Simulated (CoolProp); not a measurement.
R1224YDZ along the isobar 1160 kPa: Z from the reference equation and from simpler models built on Tc = 428.7 K, pc = 3334 kPa, ω = 0.325; each cubic takes its own stable root.

Computed with CoolProp (reference Helmholtz-energy equation of state, Akasaka 2023).

```csv
T (K),phase,reference
222.6,liquid,0.05992
239.3,liquid,0.05721
256,liquid,0.05496
272.7,liquid,0.05310
289.4,liquid,0.05160
306.1,liquid,0.05045
322.8,liquid,0.04963
339.5,liquid,0.04920
356.2,liquid,0.04923
389.6,gas,0.7994
406.3,gas,0.8343
423,gas,0.8605
439.7,gas,0.8809
456.4,gas,0.8974
473.1,gas,0.9109
```

### Question
How far does each simpler model (van der Waals, Redlich-Kwong, Soave-Redlich-Kwong, Peng-Robinson) lie from the reference over these 15 states: mean and median of the absolute difference, and the worst?

### Answer
- van der Waals: mean 234.6 %, median 70.2 %, worst +1536.4 % at 356.2 K and 1160 kPa
- Redlich-Kwong: mean 11.1 %, median 16.0 %, worst +22.6 % at 356.2 K and 1160 kPa
- Soave-Redlich-Kwong: mean 7.6 %, median 11.6 %, worst +14.7 % at 356.2 K and 1160 kPa
- Peng-Robinson: mean 0.9 %, median 1.0 %, worst -1.3 % at 289.4 K and 1160 kPa

At some of these states van der Waals gives the other phase, because its saturation line lies elsewhere.
